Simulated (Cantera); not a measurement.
An isothermal, constant-pressure homogeneous reactor starts with CH4 : N2 = 1 : 5.5 (molar parts), at 1973 K and 0.250 bar. Integrator tolerance rtol = 1e-08.

Cantera simulation using GRI-Mech 3.0 (53 species, 325 reactions); the numbers are that mechanism's predictions, not measurements. GRI-Mech 3.0 stops at C3 and has no aromatics, soot or wall deposition, so with more carbon than oxygen in the feed, carbon stays in small species such as C2H2 where larger ones or solid carbon would form.

Problem. What does this change do: pressure from 0.250 bar to 0.110 bar?

Solution. 
| quantity | before | after |
|---|---|---|
| x(CH4) at 100 s | 9.74e-5 (gas-phase equilibrium 6.11e-5) | 3.99e-5 (gas-phase equilibrium 2.68e-5) |
| x(H2) at 100 s | 0.199 (gas-phase equilibrium 0.199) | 0.199 (gas-phase equilibrium 0.199) |
| x(C2H) at 100 s | 6.66e-6 (gas-phase equilibrium 2.43e-6) | 1.02e-5 (gas-phase equilibrium 3.67e-6) |
| x(C2H4) at 100 s | 2.50e-5 (gas-phase equilibrium 9.12e-6) | 1.11e-5 (gas-phase equilibrium 4.01e-6) |
| x(C2H6) at 100 s | 6.69e-10 (gas-phase equilibrium 2.58e-10) | 1.18e-10 (gas-phase equilibrium 4.97e-11) |
| x(CH3) at 100 s | 1.17e-5 (gas-phase equilibrium 7.35e-6) | 7.24e-6 (gas-phase equilibrium 4.87e-6) |
| x(C2H2) at 100 s | 0.0643 (gas-phase equilibrium 0.0235) | 0.0651 (gas-phase equilibrium 0.0235) |

Problem. What does this change do: temperature 1973 to 1425 K?

Solution. 
| quantity | before | after |
|---|---|---|
| x(CH4) at 100 s | 9.74e-5 (gas-phase equilibrium 6.11e-5) | 0.0116 (gas-phase equilibrium 0.00706) |
| x(H2) at 100 s | 0.199 (gas-phase equilibrium 0.199) | 0.184 (gas-phase equilibrium 0.190) |
| x(C2H) at 100 s | 6.66e-6 (gas-phase equilibrium 2.43e-6) | 2.14e-9 (gas-phase equilibrium 1.07e-9) |
| x(C2H4) at 100 s | 2.50e-5 (gas-phase equilibrium 9.12e-6) | 0.00171 (gas-phase equilibrium 0.000871) |
| x(C2H6) at 100 s | 6.69e-10 (gas-phase equilibrium 2.58e-10) | 1.47e-6 (gas-phase equilibrium 6.52e-7) |
| x(CH3) at 100 s | 1.17e-5 (gas-phase equilibrium 7.35e-6) | 7.18e-6 (gas-phase equilibrium 4.47e-6) |
| x(C2H2) at 100 s | 0.0643 (gas-phase equilibrium 0.0235) | 0.0601 (gas-phase equilibrium 0.0295) |

Problem. What does this change do: temperature 1973 to 1450 K?

Solution. 
```tsv
quantity	before	after
x(CH4) at 100 s	9.74e-5 (gas-phase equilibrium 6.11e-5)	0.00788 (gas-phase equilibrium 0.00537)
x(H2) at 100 s	0.199 (gas-phase equilibrium 0.199)	0.189 (gas-phase equilibrium 0.192)
x(C2H) at 100 s	6.66e-6 (gas-phase equilibrium 2.43e-6)	3.69e-9 (gas-phase equilibrium 1.76e-9)
x(C2H4) at 100 s	2.50e-5 (gas-phase equilibrium 9.12e-6)	0.00138 (gas-phase equilibrium 0.000674)
x(C2H6) at 100 s	6.69e-10 (gas-phase equilibrium 2.58e-10)	8.69e-7 (gas-phase equilibrium 4.15e-7)
x(CH3) at 100 s	1.17e-5 (gas-phase equilibrium 7.35e-6)	6.91e-6 (gas-phase equilibrium 4.69e-6)
x(C2H2) at 100 s	0.0643 (gas-phase equilibrium 0.0235)	0.0620 (gas-phase equilibrium 0.0296)
```
